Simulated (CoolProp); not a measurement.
Aqueous ammonia as a coolant, 4 % by mass, freezing at -4.8 °C, 1 atm.

Computed with CoolProp (Melinder's fits for secondary coolants).

| T (°C) | density (kg/m³) | viscosity (mPa s) | cp (kJ/(kg K)) | Prandtl number |
|---|---|---|---|---|
| -1.4 | 984.1 | 2.05 | 4.216 | 16.4 |
| 4.3 | 983.8 | 1.67 | 4.206 | 13.0 |
| 10 | 983.1 | 1.41 | 4.196 | 10.7 |
| 15.7 | 982.0 | 1.21 | 4.189 | 9.05 |
| 21.4 | 980.6 | 1.05 | 4.185 | 7.74 |
